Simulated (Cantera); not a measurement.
**Low-pressure radical oxidation in H2/O2**

An isothermal, constant-pressure homogeneous reactor starts with H2 : O2 = 0.0054 : 1 (molar parts), equivalence ratio 0.0027, at 1225 K and 0.0168 atm.

Cantera simulation using the H2/O2 subset of GRI-Mech 3.0, which has no nitrogen chemistry; the numbers are that mechanism's predictions, not measurements. Radical loss at walls, strong at low pressure, is not modelled.

```
t (s)        x H2   x O2    x H2O2      x OH     x H2O
--------  -------  -----  --------  --------  --------
0.000100  0.00537  0.995    <1e-12  7.07e-10  6.21e-11
0.000250  0.00537  0.995    <1e-12   2.34e-9  5.52e-10
0.000626  0.00537  0.995  1.31e-12   8.13e-9   4.64e-9
0.00157   0.00537  0.995  7.93e-12   4.73e-8   5.25e-8
0.00391   0.00537  0.995  4.85e-11   1.65e-6   2.40e-6
0.00979   0.00171  0.991   5.89e-8   0.00110   0.00301
0.0245    1.23e-5  0.990   1.20e-8  0.000455   0.00507
0.0613    1.04e-5  0.991   1.17e-8  0.000422   0.00511
0.153     7.48e-6  0.992   1.10e-8  0.000357   0.00516
0.383     3.88e-6  0.993   9.43e-9  0.000258   0.00524
0.959     1.34e-6  0.994   6.50e-9  0.000152   0.00530
2.40      3.34e-7  0.994   3.15e-9   7.62e-5   0.00535
6.00      7.31e-8  0.995   1.08e-9   3.58e-5   0.00537
```
x: mole fraction; the columns are a selection and need not sum to one.

Equilibrium at this temperature and pressure: H2 8.81e-10, O2 0.995, H2O2 2.09e-11, OH 3.97e-6, H2O 0.00538 (gas phase only).
